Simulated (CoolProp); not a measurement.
Saturation properties of water (Tc = 647.1 K, pc = 22.06 MPa, ω = 0.344).

Computed with CoolProp (reference Helmholtz-energy equation of state, Wagner 2002).

```tsv
T (K)	p (MPa)	vapour density (kg/m³)	enthalpy of vaporisation (kJ/kg)	liquid cp (kJ/(kg K))	surface tension (mN/m)
337.5	0.02432	0.1571	2347	4.187	65.5
353.6	0.04829	0.2987	2307	4.197	62.6
369.8	0.08988	0.5343	2265	4.212	59.6
386	0.1577	0.9037	2222	4.232	56.4
402.2	0.2627	1.458	2176	4.260	53.1
418.3	0.4174	2.251	2129	4.295	49.7
434.5	0.6398	3.367	2078	4.339	46.2
450.7	0.9475	4.887	2023	4.395	42.6
466.8	1.359	6.902	1964	4.464	38.9
483	1.902	9.560	1900	4.550	35.2
```

It boils at 373.1 K under 1 atm.

Surface tension comes from a separate correlation (Mulero 2012).
